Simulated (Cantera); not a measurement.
A perfectly stirred reactor is fed with C₂H₆ : N₂ = 1 : 98 (molar parts), at 750 Torr; it is held at 1350 K, and followed from long to short residence time.

Detailed kinetics in Cantera: GRI-Mech 3.0 (53 species, 325 reactions). GRI-Mech 3.0 stops at C3 and has no aromatics, soot or wall deposition, so with more carbon than oxygen in the feed, carbon stays in small species such as C2H2 where larger ones or solid carbon would form.

### Question
What does this change do: pressure from 750 Torr to 9.00 Torr?

### Answer
```tsv
quantity	before	after
x(C₂H₆) at τ = 11.0 s	1.68e-5	4.26e-5
x(CH₂) at τ = 11.0 s	1.38e-10	5.37e-8
x(CH₃) at τ = 11.0 s	3.90e-6	5.32e-5
x(CH₄) at τ = 11.0 s	0.00366	0.00152
x(C₂H₄) at τ = 11.0 s	0.000260	0.000236
x(C₂H₆) at τ = 0.310 s	0.000154	0.000959
x(CH₂) at τ = 0.310 s	1.45e-9	3.30e-7
x(CH₃) at τ = 0.310 s	1.01e-5	0.000242
x(CH₄) at τ = 0.310 s	0.00221	0.00234
x(C₂H₄) at τ = 0.310 s	0.000982	0.00293
```
Radical loss at walls, strong at low pressure, is not modelled.

### Question
What does this change do: pressure from 750 Torr to 36.0 Torr?

### Answer
```csv
quantity,before,after
x(C₂H₆) at τ = 11.0 s,1.68e-5,2.54e-5
x(CH₂) at τ = 11.0 s,1.38e-10,9.48e-9
x(CH₃) at τ = 11.0 s,3.90e-6,2.11e-5
x(CH₄) at τ = 11.0 s,0.00366,0.00149
x(C₂H₄) at τ = 11.0 s,0.000260,0.000155
x(C₂H₆) at τ = 0.310 s,0.000154,0.000442
x(CH₂) at τ = 0.310 s,1.45e-9,8.31e-8
x(CH₃) at τ = 0.310 s,1.01e-5,8.87e-5
x(CH₄) at τ = 0.310 s,0.00221,0.00214
x(C₂H₄) at τ = 0.310 s,0.000982,0.00181
```
Radical loss at walls, strong at low pressure, is not modelled.
